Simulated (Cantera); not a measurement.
A Cantera script and its output.

```python
import numpy as np
import cantera as ct

gas = ct.Solution("gri30.yaml")
gas.TPX = 1325, 3000000, {'CO': 1, 'H2': 0.037, 'O2': 0.247, 'N2': 0.928}
reactor = ct.IdealGasConstPressureReactor(gas, energy="on", clone=False)
net = ct.ReactorNet([reactor])
net.rtol, net.atol = 1e-08, 1e-16
show = ['CO', 'H2', 'O2', 'H2O', 'HO2', 'N2O']
times = np.geomspace(5e-06, 0.1, 10)

steps = ct.SolutionArray(gas, extra=["t"])
rows = []
print(f"{'t/s':>10s}{'T/K':>9s}{'P/Pa':>11s}" + "".join(f"{s:>11s}" for s in show))
for t in times:
    while net.time < t:
        t_next = net.step()
        steps.append(gas.state, t=t_next)
    rows.append([np.interp(t, steps.t, y) for y in (steps.T, steps.P, *steps(*show).X.T)])
    print(f"{t:10.3e}{rows[-1][0]:9.1f}{rows[-1][1]:11.4g}" + "".join(f"{x:11.3e}" for x in rows[-1][2:]))
rate = np.gradient(steps.T, steps.t)
print("integrator steps:", len(steps.t))
if steps.T.max() > steps.T[0] + 200:
    print(f"time of steepest temperature rise: {steps.t[rate.argmax()]:.4e} s")
gas.TPX = 1325, 3000000, {'CO': 1, 'H2': 0.037, 'O2': 0.247, 'N2': 0.928}
gas.equilibrate("HP")
print(f"equilibrium (HP): T = {gas.T:.1f} K  " + "  ".join(f"{s} {gas[s].X[0]:.3e}" for s in show))
```

Result:

```
       t/s      T/K       P/Pa         CO         H2         O2        H2O        HO2        N2O
 5.000e-06   1332.5      3e+06  4.515e-01  1.648e-02  1.111e-01  1.701e-04  1.300e-04  3.014e-09
 1.503e-05   2804.3      3e+06  2.895e-01  2.389e-03  7.610e-03  1.257e-02  4.499e-06  1.236e-06
 4.516e-05   2933.4      3e+06  2.781e-01  2.450e-03  1.527e-03  1.462e-02  8.327e-07  6.118e-07
 1.357e-04   2927.4      3e+06  2.787e-01  2.471e-03  1.434e-03  1.463e-02  7.854e-07  6.305e-07
 4.079e-04   2923.9      3e+06  2.791e-01  2.482e-03  1.393e-03  1.464e-02  7.641e-07  6.499e-07
 1.226e-03   2923.7      3e+06  2.791e-01  2.483e-03  1.391e-03  1.464e-02  7.632e-07  6.508e-07
 3.684e-03   2923.7      3e+06  2.791e-01  2.483e-03  1.391e-03  1.464e-02  7.632e-07  6.508e-07
 1.107e-02   2923.7      3e+06  2.791e-01  2.483e-03  1.391e-03  1.464e-02  7.632e-07  6.508e-07
 3.327e-02   2923.7      3e+06  2.791e-01  2.483e-03  1.391e-03  1.464e-02  7.632e-07  6.508e-07
 1.000e-01   2923.7      3e+06  2.791e-01  2.483e-03  1.391e-03  1.464e-02  7.632e-07  6.508e-07
integrator steps: 1368
time of steepest temperature rise: 1.0914e-05 s
equilibrium (HP): T = 2923.7 K  CO 2.791e-01  H2 2.483e-03  O2 1.391e-03  H2O 1.464e-02  HO2 7.632e-07  N2O 6.508e-07
```

Cantera simulation using GRI-Mech 3.0 (53 species, 325 reactions); the numbers are that mechanism's predictions, not measurements. The hydrogen kinetics of GRI-Mech 3.0 are dated; newer H2 mechanisms differ, most at raised pressure. The pressure lies above the range GRI-Mech 3.0 was tuned for (to about 10 atm).
